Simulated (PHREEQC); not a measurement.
Dissolve 0.073 mol/kgw HF and 0.23 mol/kgw KF at 25 °C. Closed to the air; pH follows from the charge balance.

All values are PHREEQC results (ion-association model, phreeqc.dat), not measurements.

Each row changes one thing in this solution. No solid was allowed to form.

| case | pH | ionic strength (mol/kgw) | F- (mol/kgw) | HF (mol/kgw) | HF2- (mol/kgw) |
|---|---|---|---|---|---|
| as made | 3.68 | 0.230 | 0.199 | 0.0414 | 0.0313 |
| KF replaced by KCl at the same molality | 2.11 | 0.240 | 0.00800 | 0.0613 | 0.00186 |
| HF left out | 8.24 | 0.230 | 0.230 | 1.32e-6 | 1.15e-6 |
| KF from 0.23 to 0.345 mol/kgw | 3.92 | 0.345 | 0.306 | 0.0338 | 0.0390 |
| diluted 100-fold with water | 3.80 | 0.00247 | 0.00246 | 0.000557 | 5.26e-6 |

Species that the database lacks are ignored.
